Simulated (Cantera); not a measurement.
Feed: 1 mol Si3N4, 0.13 mol N2O, 430 mol N2, equilibrated at 900 K and 4.60e-6 bar.

Equilibrium computed with Cantera from the NASA thermochemical tables; the gas is ideal and each condensed phase is pure. Candidate condensed phases: Si, SiO2, Si2N2O, Si3N4; 16 gas species. The numbers say what is thermodynamically allowed, not how fast it happens.

Base state: N2 1.00 (mole fractions); condensed: Si2N2O(s) + Si3N4(s).

What changes in the equilibrium state with this change: Si3N4 replaced by SiC?


```
species           before  after
----------------  ------  -----
N2                  1.00   1.00
Si2N2O(s), mol     0.130  0.130
Si3N4(s), mol      0.913  0.247
C(graphite), mol       0  1.000
```
Further candidate phases: C, SiC.
